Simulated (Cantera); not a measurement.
Cantera run:

```python
import numpy as np
import cantera as ct

gas_names = """
    O2 F2
""".split()
cond_names = """
    Mg(L) MgF2(L) MgO(s)
""".split()


# ... load() reads the species with a 1 bar reference pressure and builds the phases ...
species = {s.name: s for s in load("nasa_gas.yaml", gas_names) + load("nasa_condensed.yaml", cond_names)}
T = 1825
g = {n: (s.thermo.h(T) - T * s.thermo.s(T)) / (ct.gas_constant * T * np.log(10)) for n, s in species.items()}
valid = cond_names  # the entries whose range holds T


def stable(la, lb):
    # potentials (over RT ln 10) of the two non-metals from log10 p(O2) and log10 p(F2) in bar
    mu = {}
    mu["O"] = (g["O2"] + la) / 2
    mu["F"] = (g["F2"] + lb) / 2
    cost = {}
    for n in valid:
        c = species[n].composition
        cost[n] = (g[n] - sum(c.get(e, 0) * m for e, m in mu.items())) / c["Mg"]
    return min(cost, key=cost.get)


results = []
for lb in [0, -1.2, -2.4, -3.5, -4.7, -5.9, -7.1, -8.3, -9.5, -10.6, -11.8, -13]:
    row = [stable(la, lb) for la in [-9, -8.5, -8.1, -7.6, -7.1, -6.6, -6.2, -5.7, -5.2, -4.7, -4.3, -3.8, -3.3, -2.8, -2.4, -1.9, -1.4, -0.9, -0.5, 0]]
    results.append(row)
    print(f"{lb:6.1f}  " + " ".join(f"{valid.index(n):x}" for n in row))
print("key: " + ", ".join(f"{i:x} {n}" for i, n in enumerate(valid)))
```

Output:

```
   0.0  1 1 1 1 1 1 1 1 1 1 1 1 1 1 1 1 1 1 1 1
  -1.2  1 1 1 1 1 1 1 1 1 1 1 1 1 1 1 1 1 1 1 1
  -2.4  1 1 1 1 1 1 1 1 1 1 1 1 1 1 1 1 1 1 1 1
  -3.5  1 1 1 1 1 1 1 1 1 1 1 1 1 1 1 1 1 1 1 1
  -4.7  1 1 1 1 1 1 1 1 1 1 1 1 1 1 1 1 1 1 1 1
  -5.9  1 1 1 1 1 1 1 1 1 1 1 1 1 1 1 1 1 1 1 1
  -7.1  1 1 1 1 1 1 1 1 1 1 1 1 1 1 1 1 1 1 1 1
  -8.3  1 1 1 1 1 1 1 1 1 1 1 1 1 1 1 1 1 1 1 1
  -9.5  1 1 1 1 1 1 1 1 1 1 1 1 1 1 1 1 1 1 1 1
 -10.6  1 1 1 1 1 1 1 1 1 1 1 1 1 1 1 1 1 1 1 1
 -11.8  1 1 1 1 1 1 1 1 1 1 1 1 1 1 1 1 1 1 1 1
 -13.0  1 1 1 1 1 1 1 1 1 1 1 1 1 1 1 1 2 2 2 2
key: 0 Mg(L), 1 MgF2(L), 2 MgO(s)
```

Source: NASA polynomial tables (part measured, part estimated), evaluated in Cantera. Not in the tables: oxide halides.
